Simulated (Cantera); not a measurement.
Charge: 1 mol Ta, 1.7 mol O2, 230 mol H2, equilibrated at 7.80 bar.

Method: chemical equilibrium by Gibbs-energy minimisation in Cantera with the NASA 1993 tables (ideal gas, pure condensed phases). Candidate condensed phases: H2O, Ta, Ta2O5; 12 gas species. Equilibrium is a limit: real reactors are often held back by kinetics, nucleation or transport.

**Question.** Which condensed phases are stable at each of these points (T (K)): 1723, 1773, 1823, 1873, 1923, 1973, 2023, 2073, 2123, 2173, 2223?

**Answer.** 
```tsv
T (K)	condensed phases	Ta condensed (%)
1723	Ta2O5(s)	100.0
1773	Ta2O5(s)	100.0
1823	Ta2O5(s)	100.0
1873	Ta2O5(s)	100.0
1923	Ta2O5(s)	100.0
1973	Ta2O5(s)	100.0
2023	Ta2O5(s)	100.0
2073	Ta2O5(l)	100.0
2123	Ta2O5(l)	100.0
2173	Ta2O5(l)	100.0
2223	Ta2O5(l)	99.9
```

From 1723 K to 2023 K the condensed part is Ta2O5(s). From 2073 K to 2223 K the condensed part is Ta2O5(l).
